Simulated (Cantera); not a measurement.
An isothermal, constant-pressure homogeneous reactor starts with 2.06 % H2, 97.9 % O2, equivalence ratio 0.011, at 1275 K and 0.975 Torr.

Detailed kinetics in Cantera: GRI-Mech 3.0 (53 species, 325 reactions). Radical loss at walls, strong at low pressure, is not modelled.

One state of this run: x H2 = 0.000159; x O2 = 0.961; x H2O = 0.0188; x OH = 0.00192; x H2O2 = 3.27e-9; x HO2 = 1.25e-7; x O = 0.0164. x: mole fraction; the columns are a selection and need not sum to one.

Which value of t (s) does it belong to?
A. 50.0
B. 0.613
C. 0.000400
D. 0.00173

B, 0.613
